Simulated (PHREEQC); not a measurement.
Synthetic water in mg/kgw, 25 °C, pH 3.66, pe 9.7:

```json
[
 {"constituent": "Na", "mg/kgw": "55.7"},
 {"constituent": "K", "mg/kgw": "0.519"},
 {"constituent": "Ca", "mg/kgw": "112"},
 {"constituent": "Mg", "mg/kgw": "29.9"},
 {"constituent": "Cl", "mg/kgw": "55.6"},
 {"constituent": "S(6) as SO4", "mg/kgw": "591"},
 {"constituent": "Cd", "mg/kgw": "0.27"},
 {"constituent": "Ni", "mg/kgw": "0.23"},
 {"constituent": "Al", "mg/kgw": "31.1"},
 {"constituent": "Mn(2)", "mg/kgw": "0.0928"}
]
```

Valence states are taken as typed.

All values are PHREEQC results (ion-association model, wateq4f.dat), not measurements.

```tsv
quantity	before	after
ionic strength (mol/kgw)	0.0182	0.0163
SO4-2 (mol/kgw)	0.00415	0.00367
Ca+2 (mol/kgw)	0.00216	0.00203
Mg+2 (mol/kgw)	0.000912	0.000629
AlSO4+ (mol/kgw)	0.000824	0.000747
CaSO4 (mol/kgw)	0.000634	0.000761
SI of Gypsum (CaSO4:2H2O)	-0.92	-0.86
SI of Gibbsite (Al(OH)3)	-1.16	+1.20
```

Task: Which change was made?
(A) Ca from 112 to 224 mg/kgw
(B) temperature from 25 to 80 °C at the same typed pH
(C) all concentrations times 2 at the same typed pH

Result: B, temperature from 25 to 80 °C at the same typed pH

This is a speciation only: nothing precipitates in the calculation. Some of these states are supersaturated (in Boehmite (slow to form), Gibbsite (slow to form), for instance). Constants without temperature data keep their 25 °C values here.
